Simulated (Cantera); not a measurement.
Input: 1 mol SiH₄, 25 mol NH₃, at 23000 Pa.

These are equilibrium values from Cantera (NASA tables, ideal gas, pure condensed phases), not measurements of a reactor. Candidate condensed phases: Si, Si₃N₄; 18 gas species. Gases not in the tables: Si₂H₆ and higher silanes. The numbers say what is thermodynamically allowed, not how fast it happens.

**Question.** At 1875 K, list the 4 most abundant gas species with their mole fractions, and the condensed phases.

**Answer.** H₂ 0.768, N₂ 0.230, H 0.00120, Si 2.60e-5. Condensed: Si₃N₄(s).
